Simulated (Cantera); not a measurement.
Charge: 1 mol HI, 0.023 mol O₂, 3.6 mol N₂, 0.077 mol H₂, held at 2050 K and 5.10 bar.

Method: chemical equilibrium by Gibbs-energy minimisation in Cantera with the NASA 1993 tables (ideal gas, pure condensed phases). Candidate condensed phases: H₂O, I₂; 27 gas species. Kinetics and transport are ignored.

Base state: N₂ 0.714, I 0.144, H₂ 0.0806, HI 0.0491, H₂O 0.00912, I₂ 0.00245, H 0.000285 (mole fractions); condensed: gas only.

Task: What changes in the equilibrium state with this change: H₂ from 0.077 to 1.6 mol?

Result: 
| species | before | after |
|---|---|---|
| N₂ | 0.714 | 0.554 |
| H₂ | 0.0806 | 0.286 |
| I | 0.144 | 0.0925 |
| HI | 0.0491 | 0.0593 |
| NH₃ | 1.83e-6 | 1.07e-5 |
| I₂ | 0.00245 | 0.00101 |
| H | 0.000285 | 0.000537 |
| H₂O | 0.00912 | 0.00707 |
